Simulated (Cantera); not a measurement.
Charge: 1 mol Zr, 2.5 mol H2O, 2.2 mol H2, held at 2325 K and 88.0 Pa.

Equilibrium computed with Cantera from the NASA thermochemical tables; the gas is ideal and each condensed phase is pure. Candidate condensed phases: H2O, Zr, ZrO2; 12 gas species. Kinetics and transport are ignored.

Base state: H2 0.618, H 0.292, H2O 0.0816, OH 0.00642, O 0.00206, O2 0.000113, ZrO2 2.48e-5 (mole fractions); condensed: ZrO2(tetragonal).

### Question
What changes in the equilibrium state with this change: temperature from 2325 K to 1350 K?

### Answer
```csv
species,before,after
H2,0.618,0.894
H2O,0.0816,0.106
H,0.292,7.59e-5
ZrO2,2.48e-5,<1e-9
O,0.00206,<1e-9
O2,0.000113,<1e-9
OH,0.00642,1.47e-7
"ZrO2(tetragonal), mol",1.000,0
"ZrO2(monoclinic), mol",0,1.00
```

### Question
What changes in the equilibrium state with this change: Zr replaced by Ta?

### Answer
```
species                  before     after
---------------------  --------  --------
H2                        0.618     0.637
H                         0.292     0.296
TaO2                          0    0.0421
H2O                      0.0816    0.0211
ZrO2                    2.48e-5         0
TaO                           0   0.00148
O2                     0.000113   7.11e-6
O                       0.00206  0.000516
ZrO2(tetragonal), mol     1.000         0
Ta2O5(l), mol                 0     0.373
```
Further candidate phases: Ta, Ta2O5.

### Question
What changes in the equilibrium state with this change: temperature from 2325 K to 1448.15 K?

### Answer
```
species                  before     after
---------------------  --------  --------
H2                        0.618     0.893
H2O                      0.0816     0.106
H                         0.292  0.000294
ZrO2                    2.48e-5     <1e-9
O                       0.00206     <1e-9
O2                     0.000113     <1e-9
OH                      0.00642   8.34e-7
ZrO2(tetragonal), mol     1.000         0
ZrO2(monoclinic), mol         0      1.00
```
